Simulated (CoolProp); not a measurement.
trans-2-butene along the isobar 0.607 MPa: density (kg/m³) from the reference equation and from simpler models built on Tc = 428.6 K, pc = 4.019 MPa, ω = 0.210; each cubic takes its own stable root.

Model: reference Helmholtz-energy equation of state, Lemmon 2005, in CoolProp. It is a short technical equation, of lower accuracy than the large ones.

| T (K) | phase | reference |
|---|---|---|
| 208.7 | liquid | 696.1 |
| 242.3 | liquid | 661.4 |
| 276 | liquid | 624.9 |
| 309.6 | liquid | 585.1 |
| 343.2 | gas | 13.61 |
| 376.9 | gas | 11.89 |
| 410.5 | gas | 10.65 |
| 444.1 | gas | 9.690 |
| 477.7 | gas | 8.908 |
| 511.4 | gas | 8.253 |

Q: How far does each simpler model (Redlich-Kwong, Peng-Robinson) lie from the reference over these 10 states: mean and median of the absolute difference, and the worst?

A: 
- Redlich-Kwong: mean 4.9 %, median 1.4 %, worst -12.6 % at 309.6 K and 0.607 MPa
- Peng-Robinson: mean 1.2 %, median 0.5 %, worst +2.9 % at 276 K and 0.607 MPa
